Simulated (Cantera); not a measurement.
Charge: 1 mol B₂O₃, 0.9 mol O₂, 58 mol N₂, held at 120 Torr.

Cantera equilibrium calculation (NASA polynomials, part measured and part estimated; ideal gas, pure solids and liquids). Candidate condensed phases: B, BN, B₂O₃; 17 gas species. Kinetics and transport are ignored.

Which condensed phases are stable at each of these points (T (K)): 1023, 1223, 1423, 1623, 1823, 2023, 2223?


```csv
T (K),condensed phases,B condensed (%)
1023,B₂O₃(l),100.0
1223,B₂O₃(l),100.0
1423,B₂O₃(l),99.8
1623,B₂O₃(l),91.6
1823,gas only,0.0
2023,gas only,0.0
2223,gas only,0.0
```

From 1023 K to 1623 K the condensed part is B₂O₃(l). From 1823 K to 2223 K nothing is condensed.
